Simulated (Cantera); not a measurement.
A closed system holds: 1 mol HF, 0.014 mol SO2, 0.17 mol H2, at 1425 K and 133 Pa.

Method: chemical equilibrium by Gibbs-energy minimisation in Cantera with the NASA 1993 tables (ideal gas, pure condensed phases). Candidate condensed phases: H2O, H2SO4, S; 43 gas species. The numbers say what is thermodynamically allowed, not how fast it happens.

Base state: HF 0.850, H2 0.119, H2O 0.0236, S2 0.00490, H2S 0.00162, SH 0.000286, SO2 8.93e-5, SO 6.74e-5 (mole fractions); condensed: gas only.

Question: What changes in the equilibrium state with this change: SO2 from 0.014 to 0.29 mol?

Answer: 
```json
[
 {"species": "HF", "before": "0.850", "after": "0.702"},
 {"species": "SO2", "before": "8.93e-5", "after": "0.151"},
 {"species": "H2O", "before": "0.0236", "after": "0.100"},
 {"species": "H2", "before": "0.119", "after": "0.0183"},
 {"species": "S2", "before": "0.00490", "after": "0.0235"},
 {"species": "S2O", "before": "1.70e-6", "after": "0.000226"},
 {"species": "SO", "before": "6.74e-5", "after": "0.00410"},
 {"species": "H2S", "before": "0.00162", "after": "0.000544"},
 {"species": "H", "before": "6.45e-5", "after": "2.52e-5"}
]
```

Question: What changes in the equilibrium state with this change: HF replaced by H2S?

Answer: 
| species | before | after |
|---|---|---|
| H2 | 0.119 | 0.635 |
| S2 | 0.00490 | 0.277 |
| H2S | 0.00162 | 0.0650 |
| HF | 0.850 | 0 |
| H2O | 0.0236 | 0.0171 |
| SH | 0.000286 | 0.00497 |
| S2O | 1.70e-6 | 1.31e-5 |
| S | 3.12e-5 | 0.000235 |
